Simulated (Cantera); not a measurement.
Gas mixture: 43.5 % N2, 56.5 % O2, at 0.140 bar, frozen composition.

Cantera's kinetic-theory transport with the Lennard-Jones parameters of GRI-Mech 3.0, ideal gas; thermal conductivity in the multicomponent form.

D: mixture-averaged diffusion coefficient of that species in the mixture.

| T (K) | ρ (kg/m³) | cp (J/kg/K) | μ (µPa s) | λ (mW/m/K) | Pr | D (cm²/s) CO2 | D (cm²/s) OH | D (cm²/s) H |
|---|---|---|---|---|---|---|---|---|
| 400 | 0.127 | 983.7 | 24.2 | 33.5 | 0.712 | 1.92 | 3.83 | ? |
| 500 | 0.102 | 1006 | 28.3 | 40.1 | 0.710 | 2.85 | 5.60 | ? |
| 600 | 0.0849 | 1031 | 32.1 | 46.7 | 0.710 | 3.92 | 7.62 | ? |
| 700 | 0.0728 | 1057 | 35.6 | 53.1 | 0.709 | 5.12 | 9.88 | ? |
| 800 | 0.0637 | 1081 | 39.0 | 59.4 | 0.709 | 6.43 | 12.4 | ? |
| 900 | 0.0566 | 1103 | 42.1 | 65.5 | 0.709 | 7.86 | 15.0 | ? |
| 1000 | 0.0510 | 1122 | 45.1 | 71.5 | 0.709 | 9.40 | 17.9 | ? |
| 1100 | 0.0463 | 1137 | 48.0 | 77.1 | 0.708 | 11.0 | 21.0 | ? |

Question: Complete the blanks.

Answer: 
- 400, D (cm²/s) H: 15.1
- 500, D (cm²/s) H: 22.2
- 600, D (cm²/s) H: 30.4
- 700, D (cm²/s) H: 39.5
- 800, D (cm²/s) H: 49.5
- 900, D (cm²/s) H: 60.4
- 1000, D (cm²/s) H: 72.1
- 1100, D (cm²/s) H: 84.5
